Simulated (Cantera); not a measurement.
**Thermodynamics of iron carbonyl, mercury and lead vapours, feed PbO + O2 + N2**

Charge: 1 mol PbO, 2.8 mol O2, 0.11 mol N2, held at 10.0 mbar.

Method: chemical equilibrium by Gibbs-energy minimisation in Cantera with the NASA 1993 tables (ideal gas, pure condensed phases). Candidate condensed phases: Pb, PbO, PbO2, Pb3O4; 12 gas species. Gases not in the tables: (PbO)n polymers. Rates play no part.

```
T (°C)   x O2     x PbO    x N2      x Pb      x NO       x O    x NO2     x Pb2  n PbO(red)  n PbO(yellow)  n PbO(l)
------  -----  --------  ------  --------  --------  --------  -------  --------  ----------  -------------  --------
352     0.962    <1e-12  0.0378    <1e-12   2.01e-8    <1e-12  1.54e-8    <1e-12        1.00              0         0
427     0.962  1.66e-11  0.0378    <1e-12   1.32e-7    <1e-12  3.05e-8    <1e-12        1.00              0         0
502     0.962   1.79e-9  0.0378    <1e-12   6.03e-7    <1e-12  5.30e-8    <1e-12           0           1.00         0
577     0.962   8.33e-8  0.0378  1.86e-12   2.11e-6  7.27e-12  8.35e-8    <1e-12           0           1.00         0
652     0.962   2.04e-6  0.0378  1.92e-10   6.01e-6  1.31e-10  1.22e-7    <1e-12           0          1.000         0
727     0.962   3.05e-5  0.0378   9.80e-9   1.47e-5   1.54e-9  1.69e-7    <1e-12           0          1.000         0
802     0.962  0.000308  0.0378   2.85e-7   3.16e-5   1.29e-8  2.24e-7    <1e-12           0          0.999         0
877     0.960   0.00228  0.0377   5.28e-6   6.14e-5   8.14e-8  2.86e-7    <1e-12           0          0.993         0
952     0.951    0.0113  0.0373   5.90e-5  0.000109   4.10e-7  3.50e-7  1.78e-12           0              0     0.967
1027    0.918    0.0451  0.0360  0.000490  0.000177   1.70e-6  4.03e-7  8.72e-11           0              0     0.861
1102    0.811     0.154  0.0317   0.00336  0.000248   5.73e-6  3.97e-7   3.00e-9           0              0     0.457
1177    0.717     0.244  0.0278    0.0101  0.000330   1.70e-5  3.84e-7   2.05e-8           0              0         0
```
x: gas mole fraction; n: condensed amount in mol.

From 352 °C to 427 °C the condensed part is PbO(red). From 502 °C to 877 °C the condensed part is PbO(yellow). From 952 °C to 1102 °C the condensed part is PbO(l). At 1177 °C nothing is condensed.
